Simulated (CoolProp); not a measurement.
Vapour-liquid equilibrium of octamethyltrisiloxane (MDM) (1) + octamethylcyclotetrasiloxane (D4) (2) at 327.7 K; x and y are mole fractions of (1).

Computed with CoolProp (multi-fluid Helmholtz-energy mixture model, Thol 2017 and Thol 2015; pair parameters Bell 2016).

Task: Give the bubble pressure and the first vapour's composition at x = 0.425, 0.575, 0.95. Is there an azeotrope?

Result: x = 0.425: 0.01743 bar, y = 0.680; x = 0.575: 0.02005 bar, y = 0.793; x = 0.95: 0.02682 bar, y = 0.982. No azeotrope shows between x = 0.05 and 0.95.

Pair parameters are fitted to limited data, so mixtures are less certain than the pure fluids.
